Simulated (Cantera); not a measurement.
A perfectly stirred reactor is fed with C2H6 : N2 = 1 : 34 (molar parts), at 7.50 Torr; it is held at 1975 K, and followed from long to short residence time.

Model: GRI-Mech 3.0 (53 species, 325 reactions), integrated in Cantera. GRI-Mech 3.0 stops at C3 and has no aromatics, soot or wall deposition, so with more carbon than oxygen in the feed, carbon stays in small species such as C2H2 where larger ones or solid carbon would form. Radical loss at walls, strong at low pressure, is not modelled.

**Question.** What does this change do: temperature 1975 to 1775 K?

**Answer.** 
```
quantity                  before     after
----------------------  --------  --------
x(C2H6) at τ = 2.60 s    1.11e-6   4.79e-6
x(C2H2) at τ = 2.60 s     0.0253    0.0261
x(H2) at τ = 2.60 s       0.0525    0.0519
x(H) at τ = 2.60 s       0.00141  0.000723
x(CH3) at τ = 2.60 s    0.000216  0.000282
x(C2H6) at τ = 98.0 ms   2.92e-5  0.000115
x(C2H2) at τ = 98.0 ms    0.0249    0.0238
x(H2) at τ = 98.0 ms      0.0488    0.0461
x(H) at τ = 98.0 ms      0.00145  0.000889
x(CH3) at τ = 98.0 ms    0.00126   0.00146
```
